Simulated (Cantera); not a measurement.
A perfectly stirred reactor is fed with 34.5 % NH₃, 65.5 % H₂, at 0.133 bar; it is held at 2275 K, and followed from long to short residence time.

Computed with Cantera and the gas-phase N/H chemistry of the illustrative SiF4/NH3 mechanism in the Surface Chemkin manual (1991). Walls and surfaces, which speed up NH3 decomposition in real reactors, are not modelled.

x: mole fraction; the columns are a selection and need not sum to one.

| τ (s) | x NH₃ | x H₂ | x NH | x NH₂ | x N₂H₄ |
|---|---|---|---|---|---|
| 0.70 | 0.00314 | 0.861 | 2.51e-5 | 0.000105 | 9.66e-11 |
| 0.18 | (withheld) | 0.851 | (withheld) | (withheld) | (withheld) |
| 0.044 | 0.0995 | 0.807 | 4.98e-5 | 0.000849 | 6.32e-9 |
| 0.011 | 0.216 | 0.734 | 6.18e-5 | 0.00142 | 1.76e-8 |
| 0.0028 | (withheld) | 0.681 | 6.49e-5 | 0.00173 | 2.62e-8 |
| 0.00071 | 0.333 | 0.660 | 5.61e-5 | 0.00169 | 2.52e-8 |
| 0.00018 | 0.343 | 0.655 | 2.62e-5 | 0.00116 | 1.18e-8 |

### Question
Complete the blanks.

### Answer

- 0.18, x NH₃: 0.0268
- 0.18, x NH: 3.51e-5
- 0.18, x NH₂: 0.000366
- 0.18, x N₂H₄: 1.17e-9
- 0.0028, x NH₃: 0.300
